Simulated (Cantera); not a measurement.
A perfectly stirred reactor is fed with H2 : O2 = 0.019 : 1 (molar parts), at 20.0 Torr; it is held at 1423 K, and followed from long to short residence time.

Computed with Cantera and GRI-Mech 3.0 (53 species, 325 reactions). Radical loss at walls, strong at low pressure, is not modelled.

Problem. What does this change do: temperature 1423 to 1275 K?

Solution. 
```tsv
quantity	before	after
x(H2) at τ = 3.70 s	1.46e-5	1.93e-5
x(O2) at τ = 3.70 s	0.980	0.980
x(HO2) at τ = 3.70 s	2.77e-7	4.38e-7
x(H2O2) at τ = 3.70 s	1.02e-8	2.21e-8
x(H2O) at τ = 3.70 s	0.0185	0.0186
x(H2) at τ = 43.0 ms	0.000178	0.000254
x(O2) at τ = 43.0 ms	0.970	0.973
x(HO2) at τ = 43.0 ms	1.15e-6	1.89e-6
x(H2O2) at τ = 43.0 ms	3.11e-8	6.02e-8
x(H2O) at τ = 43.0 ms	0.0172	0.0175
```

Problem. What does this change do: H2 0.019 to 0.09 parts?

Solution. 
```csv
quantity,before,after
x(H2) at τ = 3.70 s,1.46e-5,6.19e-5
x(O2) at τ = 3.70 s,0.980,0.912
x(HO2) at τ = 3.70 s,2.77e-7,7.68e-7
x(H2O2) at τ = 3.70 s,1.02e-8,3.53e-8
x(H2O) at τ = 3.70 s,0.0185,0.0852
x(H2) at τ = 43.0 ms,0.000178,0.000943
x(O2) at τ = 43.0 ms,0.970,0.894
x(HO2) at τ = 43.0 ms,1.15e-6,4.03e-6
x(H2O2) at τ = 43.0 ms,3.11e-8,1.25e-7
x(H2O) at τ = 43.0 ms,0.0172,0.0800
```
The temperature is held fixed by assumption; the heat of reaction is taken as removed at once.
